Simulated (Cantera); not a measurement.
Cantera run, input and output.

```python
import numpy as np
import cantera as ct

gas = ct.Solution("gri30.yaml")
gas.TPX = 575, 46000, {'CO': 1, 'H2': 1.3, 'O2': 0.821, 'N2': 3.37}
flame = ct.FreeFlame(gas, width=0.069)
flame.set_refine_criteria(ratio=3, slope=0.08, curve=0.16)
flame.transport_model = "mixture-averaged"
flame.solve(loglevel=0, auto=True)
z, T = flame.grid, flame.T
thick = (T[-1] - T[0]) / np.gradient(T, z).max()
show = ['CO', 'H2', 'O2', 'NO', 'O', 'OH']
print(f"laminar burning velocity  {flame.velocity[0] * 100:.3f} cm/s")
print(f"burnt temperature         {T[-1]:.1f} K")
print(f"thermal thickness         {thick * 1e3:.4f} mm")
print(f"grid points               {len(z)}")
z0 = z[flame.heat_release_rate.argmax()]
print(f"{'z/mm':>9s}{'T/K':>9s}{'u/(m/s)':>9s}" + "".join(f"{s:>11s}" for s in show))
rows = []
for k in (-3, -2, -1.5, -1, -0.5, -0.25, 0, 0.25, 0.5, 1, 2, 4, 8):
    zz = z0 + k * thick
    rows.append([k * thick, np.interp(zz, z, T), np.interp(zz, z, flame.velocity),
                 *(np.interp(zz, z, flame.X[gas.species_index(s)]) for s in show)])
    print(f"{rows[-1][0] * 1e3:9.3f}{rows[-1][1]:9.1f}{rows[-1][2]:9.3f}" + "".join(f"{x:11.3e}" for x in rows[-1][3:]))
```

It prints:

```
laminar burning velocity  491.464 cm/s
burnt temperature         2409.5 K
thermal thickness         1.4814 mm
grid points               145
     z/mm      T/K  u/(m/s)         CO         H2         O2         NO          O         OH
   -4.444    575.0    4.915  1.541e-01  2.003e-01  1.265e-01  1.520e-16  3.382e-17  6.654e-19
   -2.963    575.0    4.915  1.541e-01  2.003e-01  1.265e-01  1.520e-16  4.867e-15  1.025e-16
   -2.222    575.0    4.915  1.541e-01  2.003e-01  1.265e-01  1.520e-16  4.040e-13  9.245e-15
   -1.481    575.0    4.915  1.541e-01  2.003e-01  1.265e-01  1.602e-16  3.143e-10  1.175e-11
   -0.741    580.8    4.956  1.543e-01  1.987e-01  1.265e-01  1.319e-12  3.690e-06  1.511e-05
   -0.370    738.0    6.213  1.536e-01  1.785e-01  1.220e-01  4.043e-09  2.128e-04  4.459e-04
    0.000   1162.5    9.550  1.440e-01  9.418e-02  8.321e-02  6.353e-07  5.974e-03  2.737e-03
    0.370   1464.8   11.861  1.184e-01  3.920e-02  3.374e-02  4.324e-06  1.252e-02  6.906e-03
    0.741   1606.9   12.866  1.000e-01  3.741e-02  2.184e-02  8.799e-06  1.224e-02  8.864e-03
    1.481   1752.8   13.859  8.867e-02  4.101e-02  1.631e-02  1.606e-05  1.049e-02  1.053e-02
    2.963   1896.3   14.832  8.925e-02  4.109e-02  1.346e-02  2.590e-05  8.371e-03  1.168e-02
    5.926   2037.5   15.764  9.089e-02  3.928e-02  1.067e-02  3.861e-05  6.027e-03  1.196e-02
   11.851   2169.4   16.611  9.062e-02  3.684e-02  7.563e-03  5.813e-05  3.821e-03  1.112e-02
```

Cantera simulation using GRI-Mech 3.0 (53 species, 325 reactions); the numbers are that mechanism's predictions, not measurements. Burning velocities carry a grid error of a few per cent, more on coarse grids.
